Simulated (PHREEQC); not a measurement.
## Alkaline etch or developer: speciation

Consider water at 45 °C with 0.25 mol/kgw KOH, 0.00027 mol/kgw CO2 and 0.0046 mol/kgw K2CO3. Closed to the air; pH follows from the charge balance.

Model: ion-association model, wateq4f.dat, run in PHREEQC.

Each row changes one thing in this solution. No solid was allowed to form.

```
case                                            pH  ionic strength (mol/kgw)  HCO3- (mol/kgw)
-------------------------------------------  -----  ------------------------  ---------------
as made                                      12.64                     0.264          6.63e-6
K2CO3 from 0.0046 to 0.00092 mol/kgw         12.64                     0.253          1.63e-6
CO2 from 0.00027 to 0.000405 mol/kgw         12.64                     0.264          6.82e-6
diluted 100-fold with water                  10.78                   0.00263          8.78e-6
diluted 2-fold with water                    12.37                     0.132          7.30e-6
0.35 mol/kgw H3PO4 added                      2.58                     0.263          1.37e-6
CO2 left out                                 12.64                     0.264          6.25e-6
K2CO3 from 0.0046 to 0.046 mol/kgw           12.62                     0.388          5.98e-5
CO2 replaced by Li2CO3 at the same molality  12.64                     0.265          6.62e-6
```

H3PO4, which wateq4f.dat lacks, is added to it with the constant of phreeqc.dat. At this temperature some constants are extrapolated from 25 °C, and those without enthalpy data are left unchanged.
